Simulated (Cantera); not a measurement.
Mixture: 15.3 % CH4, 18.1 % O2, 66.6 % N2, at 5.00 bar, adiabatic and at constant volume. Ignition delay is the time to a rise of 400 K.

Computed with Cantera and GRI-Mech 3.0 (53 species, 325 reactions).

Problem. At T0 = 1473 K, what is the delay, and which 6 reactions control it most (d ln τ / d ln k, from doubling and halving each rate constant)?

Solution. The delay is 0.509 ms.
| reaction | d ln τ / d ln k | faster rate |
|---|---|---|
| 2 CH3 (+M) <=> C2H6 (+M) | 0.43 | lengthens it |
| CH3 + O2 <=> CH3O + O | -0.42 | shortens it |
| CH3 + O2 <=> CH2O + OH | -0.26 | shortens it |
| H + O2 <=> O + OH | -0.23 | shortens it |
| CH4 + H <=> CH3 + H2 | 0.21 | lengthens it |
| CH2O + O2 <=> HCO + HO2 | -0.20 | shortens it |
